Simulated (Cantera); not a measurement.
Charge: 1 mol SiC, 0.073 mol O2, 330 mol H2, equilibrated at 14.0 Pa.

These are equilibrium values from Cantera (NASA tables, ideal gas, pure condensed phases), not measurements of a reactor. Candidate condensed phases: C, C6H6, C7H8, C8H18, H2O, Si, SiC, SiO2; 123 gas species. Mutual solubility and eutectic melting of coexisting phases are not modelled. The numbers say what is thermodynamically allowed, not how fast it happens.

Task: Which condensed phases are stable at each of these points (T (K)): 950, 1050, 1150, 1250, 1350, 1450, 1550, 1650, 1750, 1850, 1950?

Result: 
| T (K) | condensed phases | Si condensed (%) |
|---|---|---|
| 950 | C(graphite) + SiC(s) + SiO2(β-quartz) | 100.0 |
| 1050 | SiC(s) + SiO2(β-quartz) | 99.9 |
| 1150 | SiC(s) | 92.7 |
| 1250 | SiC(s) | 92.7 |
| 1350 | SiC(s) | 92.7 |
| 1450 | SiC(s) | 92.6 |
| 1550 | SiC(s) | 92.0 |
| 1650 | SiC(s) | 88.8 |
| 1750 | SiC(s) | 84.0 |
| 1850 | C(graphite) + SiC(s) | 50.2 |
| 1950 | C(graphite) | 0.0 |

At 950 K the condensed part is C(graphite) + SiC(s) + SiO2(β-quartz). At 1050 K the condensed part is SiC(s) + SiO2(β-quartz). From 1150 K to 1750 K the condensed part is SiC(s). At 1850 K the condensed part is C(graphite) + SiC(s). At 1950 K the condensed part is C(graphite). The share of Si in condensed phases is highest at 950 K (100.0 %) and lowest at 1950 K (0.0 %).
